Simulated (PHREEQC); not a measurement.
Dissolve 0.795 mol Na2CO3 and 0.074 mol KBr per kg of water at 30 °C. Closed to the air; pH follows from the charge balance.

Computed with PHREEQC (Pitzer model, pitzer.dat).

Problem. The ionic strength comes out as 2.45 mol/kgw. What activity coefficients do K+, OH-, Na+, CO3-2, Br- get?

Solution. K+ 0.55, OH- 0.69, Na+ 0.48, CO3-2 0.070, Br- 0.63. Single-ion values are on the MacInnes scale.

Precipitation was switched off in this run. In brines, pH and single-ion activities rest on the MacInnes convention.
